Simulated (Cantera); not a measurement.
A closed system holds: 1 mol H₂S, 0.42 mol H₂O, 0.8 mol H₂, equilibrated at 948 K and 750 Torr.

These are equilibrium values from Cantera (NASA tables, ideal gas, pure condensed phases), not measurements of a reactor. Candidate condensed phases: H₂O, H₂SO₄, S; 19 gas species. Kinetics and transport are ignored.

Base state: H₂S 0.450, H₂ 0.360, H₂O 0.189, S₂ 2.59e-5 (mole fractions); condensed: gas only.

Question: What changes in the equilibrium state with this change: H₂S replaced by CS₂?

Answer: 
| species | before | after |
|---|---|---|
| H₂S | 0.450 | 0.613 |
| CS₂ | 0 | 0.147 |
| COS | 0 | 0.0953 |
| H₂ | 0.360 | 0.0187 |
| H₂O | 0.189 | 0.00166 |
| CO | 0 | 0.0917 |
| CO₂ | 0 | 0.0147 |
| S₂ | 2.59e-5 | 0.0178 |
| CH₄ | 0 | 6.00e-5 |
| C(graphite), mol | 0 | 0.328 |
Gases not in the tables: S₃ to S₇. Further candidate phases: C, C₆H₆, C₇H₈, C₈H₁₈.

Question: What changes in the equilibrium state with this change: 0.035 mol CO₂ added?

Answer: 
```
species   before     after
-------  -------  --------
H₂S        0.450     0.443
H₂         0.360     0.347
H₂O        0.189     0.195
CO₂            0   0.00754
CO             0   0.00742
COS            0  0.000301
CH₄            0  0.000264
S₂       2.59e-5   2.71e-5
```
Further candidate phases: C, C₆H₆, C₇H₈, C₈H₁₈.
